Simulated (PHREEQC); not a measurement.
0.94 g of hydrous ferric oxide (600 m²/g; 0.2 weak and 0.005 strong sites per Fe, Dzombak-Morel constants, diffuse double layer) in 1 kg of water with 0.01 mol/kgw of an inert sodium salt and 4.6e-06 mol/kgw ZnSO4 and 0.0024 mol/kgw NaH2PO4, at 25 °C; the pH is set by adding NaOH or the inert anion's acid. Oxygen alone is held at its pressure in air (log pO2 = -0.68). CO2 from the air is kept out. Nothing may precipitate in this run.

Computed with PHREEQC (ion-association model, wateq4f.dat).

```
pH   S sorbed (%)  Zn sorbed (%)  P sorbed (%)  surface charge σ (C/m²)  surface potential ψ (mV)
---  ------------  -------------  ------------  -----------------------  ------------------------
3             0.3            0.0          86.1                    0.014                        47
3.5           0.2            0.0          85.8                    0.011                        40
4             0.1            0.2          85.1                    0.008                        29
4.5           0.1            1.7          83.6                    0.004                        15
5             0.0           14.5          81.3                    0.000                        -1
5.5           0.0           61.9          78.0                   -0.005                       -17
6             0.0           94.0          73.6                   -0.009                       -34
6.5           0.0           99.4          68.0                   -0.015                       -50
7             0.0           99.9          60.9                   -0.020                       -62
7.5           0.0          100.0          53.1                   -0.025                       -71
8             0.0          100.0          45.0                   -0.029                       -77
8.5           0.0          100.0          35.4                   -0.034                       -83
9             0.0          100.0          24.2                   -0.040                       -89
```

H3PO4, which wateq4f.dat lacks, is added to it with the constant of phreeqc.dat. The database has no phosphate complexes of Zn. The oxide is taken as insoluble; below pH 4 it would dissolve.
